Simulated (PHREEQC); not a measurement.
1 kg of water holding 4.5 mmol/kgw KCl and 50 mmol/kgw K2CO3 is evaporated at 25 °C; the solids stay in contact with the brine. No CO2 enters from the air. Solids allowed: Kalicinite, Sylvite. Others were left out.

Equilibrium calculation in PHREEQC: Pitzer model, pitzer.dat.

```json
[
 {"water left (kg)": "1", "ionic strength": "0.152", "water activity": "0.998", "Cl in solution (mol/kgw)": "0.00450", "C in solution (mol/kgw)": "0.0500", "K in solution (mol/kgw)": "0.104", "pH": "11.27"},
 {"water left (kg)": "0.6755", "ionic strength": "0.226", "water activity": "0.996", "Cl in solution (mol/kgw)": "0.00666", "C in solution (mol/kgw)": "0.0740", "K in solution (mol/kgw)": "0.155", "pH": "___"},
 {"water left (kg)": "0.3751", "ionic strength": "0.408", "water activity": "0.994", "Cl in solution (mol/kgw)": "0.0120", "C in solution (mol/kgw)": "0.133", "K in solution (mol/kgw)": "0.279", "pH": "11.42"},
 {"water left (kg)": "0.2534", "ionic strength": "0.606", "water activity": "0.991", "Cl in solution (mol/kgw)": "0.0178", "C in solution (mol/kgw)": "0.197", "K in solution (mol/kgw)": "0.412", "pH": "11.49"},
 {"water left (kg)": "0.1407", "ionic strength": "1.09", "water activity": "0.984", "Cl in solution (mol/kgw)": "0.0320", "C in solution (mol/kgw)": "0.355", "K in solution (mol/kgw)": "0.743", "pH": "11.60"},
 {"water left (kg)": "0.09505", "ionic strength": "1.62", "water activity": "___", "Cl in solution (mol/kgw)": "0.0473", "C in solution (mol/kgw)": "0.526", "K in solution (mol/kgw)": "1.10", "pH": "11.69"},
 {"water left (kg)": "0.06421", "ionic strength": "2.40", "water activity": "0.965", "Cl in solution (mol/kgw)": "0.0701", "C in solution (mol/kgw)": "0.779", "K in solution (mol/kgw)": "1.63", "pH": "___"},
 {"water left (kg)": "0.03568", "ionic strength": "4.32", "water activity": "0.933", "Cl in solution (mol/kgw)": "0.126", "C in solution (mol/kgw)": "1.40", "K in solution (mol/kgw)": "2.93", "pH": "12.03"},
 {"water left (kg)": "0.02411", "ionic strength": "6.40", "water activity": "___", "Cl in solution (mol/kgw)": "0.187", "C in solution (mol/kgw)": "2.07", "K in solution (mol/kgw)": "4.33", "pH": "___"},
 {"water left (kg)": "0.01341", "ionic strength": "11.5", "water activity": "0.773", "Cl in solution (mol/kgw)": "0.335", "C in solution (mol/kgw)": "3.73", "K in solution (mol/kgw)": "7.79", "pH": "12.81"},
 {"water left (kg)": "0.009073", "ionic strength": "17.0", "water activity": "0.624", "Cl in solution (mol/kgw)": "0.496", "C in solution (mol/kgw)": "5.51", "K in solution (mol/kgw)": "11.5", "pH": "13.38"}
]
```

Task: Some entries are withheld; supply them.

Result: 
- 0.6755, pH: 11.33
- 0.09505, water activity: 0.976
- 0.06421, pH: 11.80
- 0.02411, water activity: 0.893
- 0.02411, pH: 12.26
